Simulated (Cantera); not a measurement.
A closed system holds: 1 mol Fe, 0.035 mol CO₂, 100 mol H₂, 2.9 mol NH₃, held at 1173.15 K and 27.0 Pa.

Equilibrium computed with Cantera from the NASA thermochemical tables; the gas is ideal and each condensed phase is pure. Candidate condensed phases: C, C₆H₆, C₇H₈, C₈H₁₈, Fe, Fe(CO)₅, FeO, Fe(OH)₂, Fe(OH)₃, Fe₂O₃, Fe₃O₄, H₂O; 140 gas species. Equilibrium is a limit: real reactors are often held back by kinetics, nucleation or transport.

Base state: H₂ 0.986, N₂ 0.0137, CO 0.000331, H₂O 0.000331 (mole fractions); condensed: Fe(α).

Problem. What changes in the equilibrium state with this change: Fe replaced by Pb?

Solution. 
```tsv
species	before	after
H₂	0.986	0.976
N₂	0.0137	0.0136
Pb	0	0.00936
CO	0.000331	0.000328
H₂O	0.000331	0.000328
Fe(α), mol	1.000	0
```
Further candidate phases: Pb, PbO, PbO₂, Pb₃O₄.
